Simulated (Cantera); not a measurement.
Gas mixture: H2O = 0.26 (molar parts), at 0.0132 atm, frozen composition.

Cantera's kinetic-theory transport with the Lennard-Jones parameters of GRI-Mech 3.0, ideal gas; thermal conductivity in the multicomponent form. Polar gases are described roughly by these parameters.

D: mixture-averaged diffusion coefficient of that species in the mixture.

```
T (K)  ρ (kg/m³)  cp (J/kg/K)  μ (µPa s)  λ (mW/m/K)     Pr  D (cm²/s) H2  D (cm²/s) NH3  D (cm²/s) NO
-----  ---------  -----------  ---------  ----------  -----  ------------  -------------  ------------
400      0.00722         1902       14.0        36.8  0.722           110           26.7          29.7
650      0.00444         2049       23.4        67.1  0.714           261           71.8          73.0
900      0.00321         2220       32.6         102  0.713           456            137           130
1150     0.00251         2401       41.5         140  0.715           691            218           199
1400     0.00206         2565       50.0         179  0.716           961            315           279
1650     0.00175         2708          …           …  0.718             …              …             …
1900     0.00152         2830          …           …  0.719             …              …             …
2150     0.00134         2931       72.7         296  0.720          1970            685           574
```

Fill in the missing entries.


- 1650, μ (µPa s): 58.0
- 1650, λ (mW/m/K): 219
- 1650, D (cm²/s) H2: 1270
- 1650, D (cm²/s) NH3: 426
- 1650, D (cm²/s) NO: 368
- 1900, μ (µPa s): 65.6
- 1900, λ (mW/m/K): 258
- 1900, D (cm²/s) H2: 1600
- 1900, D (cm²/s) NH3: 550
- 1900, D (cm²/s) NO: 467
